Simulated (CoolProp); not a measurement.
R1336mzz(E) at several states: Z from the reference equation and from simpler models built on Tc = 403.5 K, pc = 2.779 MPa, ω = 0.413; each cubic takes its own stable root.

Computed with CoolProp (reference Helmholtz-energy equation of state, Akasaka 2023).

| T (K) | p (MPa) | phase | reference | Redlich-Kwong | Soave-Redlich-Kwong |
|---|---|---|---|---|---|
| 316.4 | 0.069 | gas | 0.9785 | 0.9830 | 0.9805 |
| 245.2 | 0.646 | liquid | 0.03533 | 0.04231 | 0.04019 |
| 288.5 | 0.0304 | gas | 0.9870 | 0.9904 | 0.9887 |
| 338.4 | 1.16 | liquid | 0.05685 | 0.07248 | 0.06678 |
| 390.9 | 0.089 | gas | 0.9870 | 0.9879 | 0.9877 |
